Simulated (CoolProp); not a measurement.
n-butane at 296.75 K and 0.185 MPa flows at 1.1 m/s in a round tube of 10 mm bore and 1.5 µm roughness, fully developed (64/Re and Nu = 3.66 if laminar; Colebrook and Gnielinski if turbulent). Each further row changes one setting.

Values from CoolProp's reference Helmholtz-energy equation of state, Bücker 2006.

```
case              Reynolds number  Darcy friction factor  pressure drop (Pa/m)  heat-transfer coefficient (W/(m² K))  mass flow (kg/h)
----------------  ---------------  ---------------------  --------------------  ------------------------------------  ----------------
as stated                    6910                 0.0343                  9.60                                  37.5              1.44
velocity 2.2 m/s            13800                 0.0287                  32.1                                  67.1              2.88
diameter 20 mm              13800                 0.0285                  3.99                                  33.4              5.75
```

Viscosity comes from a separate model (Vogel 1999). Thermal conductivity comes from a separate model (Perkins 2002).
